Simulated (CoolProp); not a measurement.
The numbers come from the reference Helmholtz-energy equation of state, Lemmon 2006 in CoolProp. It is a short technical equation, of lower accuracy than the large ones.

Q: For isopentane, give the phase and the cp (kJ/(kg K)), cv (kJ/(kg K)), speed of sound (m/s), isothermal compressibility (1/MPa) at 148.45 °C and 0.422 MPa; 148.45 °C and 2.96 MPa.

A: 
- 148.45 °C and 0.422 MPa: gas; cp 2.27, cv 2.12, speed of sound 214, isothermal compressibility 2.53
- 148.45 °C and 2.96 MPa: liquid; cp 3.19, cv 2.23, speed of sound 402, isothermal compressibility 0.0193
